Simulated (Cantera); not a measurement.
Charge: 1 mol (CH₃)₂SiCl₂, 0.012 mol C₂H₂, 7.2 mol H₂, held at 2073.15 K and 1.33 mbar.

These are equilibrium values from Cantera (NASA tables, ideal gas, pure condensed phases), not measurements of a reactor. Candidate condensed phases: C, C₆H₆, C₇H₈, C₈H₁₈, Si, SiC; 109 gas species. The feed counts by its element totals alone. The tables' values for SiCl are old estimates; treat these amounts as uncertain. Rates play no part.

Base state: H₂ 0.764, HCl 0.151, H 0.0630, Cl 0.00922, Si 0.00533, SiCl₂ 0.00471, C₂H₂ (acetylene) 0.000937, SiCl 0.000713 (mole fractions); condensed: C(graphite) + SiC(s).

Q: What changes in the equilibrium state with this change: H₂ from 7.2 to 490 mol?

A: 
```json
[
 {"species": "H₂", "before": "0.764", "after": "0.924"},
 {"species": "H", "before": "0.0630", "after": "0.0693"},
 {"species": "HCl", "before": "0.151", "after": "0.00369"},
 {"species": "Cl", "before": "0.00922", "after": "0.000204"},
 {"species": "Si", "before": "0.00533", "after": "0.00176"},
 {"species": "SiCl₂", "before": "0.00471", "after": "7.63e-7"},
 {"species": "SiCl", "before": "0.000713", "after": "5.22e-6"},
 {"species": "Si₂C", "before": "0.000197", "after": "2.14e-5"},
 {"species": "SiC₂", "before": "0.000306", "after": "0.000101"},
 {"species": "C(graphite), mol", "before": "1.13", "after": "0.743"},
 {"species": "SiC(s), mol", "before": "0.864", "after": "0"}
]
```

Q: What changes in the equilibrium state with this change: temperature from 2073.15 K to 2500 K?

A: 
```json
[
 {"species": "H", "before": "0.0630", "after": "0.426"},
 {"species": "H₂", "before": "0.764", "after": "0.384"},
 {"species": "HCl", "before": "0.151", "after": "0.0690"},
 {"species": "SiC₂", "before": "0.000306", "after": "0.0124"},
 {"species": "Si", "before": "0.00533", "after": "0.0477"},
 {"species": "Cl", "before": "0.00922", "after": "0.0542"},
 {"species": "C₂", "before": "1.01e-8", "after": "3.44e-5"},
 {"species": "C₃", "before": "1.18e-7", "after": "0.000373"},
 {"species": "C", "before": "1.04e-7", "after": "0.000125"},
 {"species": "C(graphite), mol", "before": "1.13", "after": "1.45"},
 {"species": "SiC(s), mol", "before": "0.864", "after": "0"}
]
```
